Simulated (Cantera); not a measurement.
Charge: 1 mol CaO, 0.39 mol O2, 0.046 mol CO2, held at 10.0 Torr.

Method: chemical equilibrium by Gibbs-energy minimisation in Cantera with the NASA 1993 tables (ideal gas, pure condensed phases). Candidate condensed phases: C, Ca, CaCO3, CaO; 15 gas species. Rates play no part. All values below are at 873 K.

Base state: O2 0.894, CO2 0.106 (mole fractions); condensed: CaO(s).

Problem. What changes in the equilibrium state with this change: 0.87 mol H2 added?

Solution. 
| species | before | after |
|---|---|---|
| H2O | 0 | 0.854 |
| H2 | 0 | 0.0962 |
| CO2 | 0.106 | 0.0482 |
| O2 | 0.894 | <1e-9 |
| CO | <1e-9 | 0.00204 |
| CaO(s), mol | 1.00 | 1.00 |
Further candidate phases: C6H6, C7H8, C8H18, Ca(OH)2, H2O.
